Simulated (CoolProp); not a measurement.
Properties of ammonia at several states.

Computed with CoolProp (reference Helmholtz-energy equation of state, Gao 2020).

| T (°C) | p (MPa) | phase | Z | speed of sound (m/s) | expansivity (1/kK) | Prandtl number |
|---|---|---|---|---|---|---|
| 248.65 | 41.8 | supercritical | 0.6078 | 605.0 | 5.920 | 1.23 |
| -10.15 | 57.6 | liquid | 0.6574 | 1831 | 1.566 | 1.57 |
| 113.75 | 0.0111 | gas | 0.9996 | 491.2 | 2.589 | 0.859 |
| 406.25 | 0.107 | gas | 0.9995 | 634.0 | 1.475 | 0.892 |
| 268.15 | 0.0201 | gas | 0.9998 | 572.0 | 1.849 | 0.825 |
| 425.05 | 0.104 | gas | 0.9996 | 641.9 | 1.435 | 0.914 |

Viscosity comes from a separate model (Fenghour 1995). Thermal conductivity comes from a separate model (Tufeu 1984).
